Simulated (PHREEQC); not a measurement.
Consider water at 20 °C with 0.011 mol/kgw LiOH, 0.0032 mol/kgw CO2 and 0.038 mol/kgw Na2CO3. Closed to the air; pH follows from the charge balance.

Computed with PHREEQC (ion-association model, phreeqc.dat).

The ionic strength comes out as 0.106 mol/kgw. What activity coefficients do Li+, NaCO3-, CO3-2, OH-, HCO3- get?

Li+ 0.79, NaCO3- 0.78, CO3-2 0.38, OH- 0.76, HCO3- 0.79.

This is a speciation only: nothing precipitates in the calculation.
